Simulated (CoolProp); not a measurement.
A single-stage vapour-compression cycle with n-perfluorobutane: evaporating at 288.15 K (dew point), condensing at 353.15 K (bubble point), superheat 0 K, subcooling 8 K, compressor efficiency 0.8, no pressure losses. Each further row changes one setting.

Computed with CoolProp (reference Helmholtz-energy equation of state, Gao 2022).

| case | cooling COP | pressure ratio | discharge temperature (K) | refrigerating effect (kJ/kg) | volumetric capacity (kJ/m³) |
|---|---|---|---|---|---|
| as stated | 1.44 | 6.03 | 353.1 | 24.2 | 498 |
| evaporating temperature 293.15 K | 1.81 | 5.09 | 353.1 | 28.0 | 680 |
| condensing temperature 348.15 K | 1.88 | 5.39 | 348.1 | 30.4 | 627 |
| subcooling 13 K | 1.81 | 6.03 | 353.1 | 30.5 | 628 |
| superheat 10 K | 1.73 | 6.03 | 353.1 | 32.9 | 649 |
| compressor efficiency 0.7 | 1.26 | 6.03 | 353.1 | 24.2 | 498 |

The compression ends wet for: as stated; evaporating temperature 293.15 K; condensing temperature 348.15 K; subcooling 13 K; superheat 10 K; compressor efficiency 0.7.
